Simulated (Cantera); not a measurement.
Charge: 1 mol TEOS, 0.24 mol NO, 25 mol N₂, equilibrated at 725 K and 0.278 Torr.

These are equilibrium values from Cantera (NASA tables, ideal gas, pure condensed phases), not measurements of a reactor. Candidate condensed phases: C, C₆H₆, C₇H₈, C₈H₁₈, H₂O, Si, SiC, SiO₂, Si₂N₂O, Si₃N₄; 151 gas species. The feed counts by its element totals alone. Kinetics and transport are ignored.

Base state: N₂ 0.674, H₂ 0.267, CO 0.0557, CO₂ 0.00166, H₂O 0.00106, CH₄ 0.000135 (mole fractions); condensed: C(graphite) + SiO₂(α-quartz).

**Question.** What changes in the equilibrium state with this change: NO from 0.24 to 1.2 mol?

**Answer.** 
```tsv
species	before	after
N₂	0.674	0.663
H₂	0.267	0.257
CO	0.0557	0.0754
CO₂	0.00166	0.00304
H₂O	0.00106	0.00138
CH₄	0.000135	0.000126
C(graphite), mol	5.86	4.97
SiO₂(α-quartz), mol	1.00	1.00
```

**Question.** What changes in the equilibrium state with this change: N₂ from 25 to 2.4 mol?

**Answer.** 
| species | before | after |
|---|---|---|
| H₂ | 0.267 | 0.680 |
| N₂ | 0.674 | 0.173 |
| CO | 0.0557 | 0.130 |
| CH₄ | 0.000135 | 0.000879 |
| H₂O | 0.00106 | 0.00628 |
| CO₂ | 0.00166 | 0.00903 |
| C(graphite), mol | 5.86 | 5.97 |
| SiO₂(α-quartz), mol | 1.00 | 1.00 |
